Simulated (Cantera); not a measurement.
Feed: 1 mol AlN, 13 mol O2, 7.4 mol N2, 0.16 mol H2O, equilibrated at 1702 °C.

Equilibrium computed with Cantera from the NASA thermochemical tables; the gas is ideal and each condensed phase is pure. Candidate condensed phases: Al, AlN, Al2O3, H2O; 35 gas species. Kinetics and transport are ignored.

x: gas mole fraction; n: condensed amount in mol.

```csv
P (Pa),x O2,x N2,x O,x NO,x H2O,x H,n Al2O3(s)
1,0.498,0.359,0.123,0.00742,___,0.00580,0.500
3.60,0.542,0.370,0.0676,0.00787,___,0.00301,0.500
13,0.568,0.377,0.0364,0.00812,___,0.00135,0.500
46,0.582,0.380,0.0196,0.00826,___,0.000573,0.500
170,0.590,0.382,0.0103,0.00834,0.00623,0.000227,0.500
600,0.594,0.383,0.00548,0.00838,0.00669,9.13e-5,0.500
2200,0.596,0.384,0.00287,0.00840,0.00702,3.53e-5,0.500
7700,0.597,0.384,0.00153,0.00841,0.00725,1.40e-5,0.500
28000,0.598,0.385,0.000805,0.00842,0.00743,5.38e-6,0.500
100000,0.598,0.385,0.000426,0.00842,0.00755,2.09e-6,0.500
```

Task: Fill in the missing entries.

Result: 
- 1, x H2O: 0.00168
- 3.60, x H2O: 0.00324
- 13, x H2O: 0.00459
- 46, x H2O: 0.00555
